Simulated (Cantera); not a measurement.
What does this Cantera script print?

```python
import numpy as np
import cantera as ct

gas_names = """
    H HNO HNO2 HNO3 HO2 H2 H2O H2O2 N NH NH2 NH3 NH2OH NO NO2 NO3 N2 N2H2 N2H4 N2O O OH O2 O3 Si SiH
    SiH2 SiH3 SiH4 SiN SiO SiO2 Si2 Si2N Si3
""".split()
cond_names = """
    H2O(s) H2O(L) Si(cr) Si(L) SiO2(Lqz) SiO2(hqz) SiO2(L) Si2N2O(s) Si3N4(a)
""".split()


# ... load() reads the species with a 1 bar reference pressure and builds the phases ...
atoms = {
    'Si3N4': {'Si': 3, 'N': 4},
    'H2O': {'H': 2, 'O': 1},
    'H2': {'H': 2},
}
top_T = {'Si2N2O(s)': 2100, 'Si3N4(a)': 2400}  # K; cautious upper limits of use, not melting points


# ... equilibrate(T, P, feed) seeds the gas with the atoms and calls Mixture.equilibrate('TP', solver="vcs", rtol=1e-11, max_steps=5000) ...
results = []
feed = {'Si3N4': 1, 'H2O': 0.021, 'H2': 140}  # mol
T = 1448  # K
P = 13332.2  # Pa
mix = equilibrate(T, P, feed)
results.append((T, P, feed, dict(zip(mix.species_names, mix.species_moles))))
print(gas.report(threshold=0.001))
for i in range(1, mix.n_phases):
    print(f"{mix.phase(i).name:16s} {mix.phase_moles(i):12.5e} mol")
```

Output:

```
       temperature   1448 K
          pressure   13332 Pa
           density   0.0022361 kg/m^3
  mean mol. weight   2.0193 kg/kmol
   phase of matter   gas

                          1 kg             1 kmol
                     ---------------   ---------------
          enthalpy        1.7165e+07        3.4662e+07  J
   internal energy        1.1203e+07        2.2623e+07  J
           entropy             96337        1.9453e+05  J/K
    Gibbs function       -1.2233e+08       -2.4702e+08  J
 heat capacity c_p             15921             32149  J/K
 heat capacity c_v             11803             23834  J/K

                      mass frac. Y      mole frac. X     chem. pot. / RT
                     ---------------   ---------------   ---------------
                H2           0.99823           0.99985           -20.516
     [  +34 minor]         0.0017729        0.00015109

Si(cr)            1.51063e-02 mol
SiO2(hqz)         0.00000e+00 mol
Si2N2O(s)         2.07545e-02 mol
Si3N4(a)          9.81003e-01 mol
```

Equilibrium computed with Cantera from the NASA thermochemical tables; the gas is ideal and each condensed phase is pure. Mutual solubility and eutectic melting of coexisting phases are not modelled.
